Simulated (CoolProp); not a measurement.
Vapour-liquid equilibrium of propane (1) + R113 (2) at -0.35 °C; x and y are mole fractions of (1).

Model: multi-fluid Helmholtz-energy mixture model, Lemmon 2009 and Marx 1992; pair parameters Bell 2016, in CoolProp.

Question: Give the bubble pressure and the first vapour's composition at x = 0.05, 0.2, 0.95. Is there an azeotrope?

Answer: x = 0.05: 0.4323 bar, y = 0.670; x = 0.2: 1.239 bar, y = 0.898; x = 0.95: 4.451 bar, y = 0.997. No azeotrope shows between x = 0.05 and 0.95.

The pair parameters rest on a limited set of measurements; away from them the model extrapolates.
